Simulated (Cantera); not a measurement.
A perfectly stirred reactor is fed with CH4 : H2O = 1 : 1.9 (molar parts), at 1200 Torr; it is held at 1373 K, and followed from long to short residence time.

Cantera simulation using GRI-Mech 3.0 (53 species, 325 reactions); the numbers are that mechanism's predictions, not measurements.

**Question.** What does this change do: temperature 1373 to 1400 K?

**Answer.** 
| quantity | before | after |
|---|---|---|
| x(CH4) at τ = 4.00 s | 0.225 | 0.190 |
| x(H2O) at τ = 4.00 s | 0.590 | 0.561 |
| x(CO) at τ = 4.00 s | 0.00390 | 0.00749 |
| x(C2H4) at τ = 4.00 s | 0.00906 | 0.0106 |
| x(CH2CO) at τ = 4.00 s | 1.52e-5 | 1.81e-5 |
| x(CH4) at τ = 72.0 ms | 0.340 | 0.335 |
| x(H2O) at τ = 72.0 ms | 0.654 | 0.652 |
| x(CO) at τ = 72.0 ms | 1.59e-5 | 4.76e-5 |
| x(C2H4) at τ = 72.0 ms | 0.000969 | 0.00171 |
| x(CH2CO) at τ = 72.0 ms | 2.80e-7 | 1.14e-6 |

**Question.** What does this change do: temperature 1373 to 1700 K?

**Answer.** 
```csv
quantity,before,after
x(CH4) at τ = 4.00 s,0.225,0.0184
x(H2O) at τ = 4.00 s,0.590,0.221
x(CO) at τ = 4.00 s,0.00390,0.156
x(C2H4) at τ = 4.00 s,0.00906,0.000537
x(CH2CO) at τ = 4.00 s,1.52e-5,4.30e-6
x(CH4) at τ = 72.0 ms,0.340,0.0835
x(H2O) at τ = 72.0 ms,0.654,0.455
x(CO) at τ = 72.0 ms,1.59e-5,0.0332
x(C2H4) at τ = 72.0 ms,0.000969,0.00236
x(CH2CO) at τ = 72.0 ms,2.80e-7,5.43e-5
```
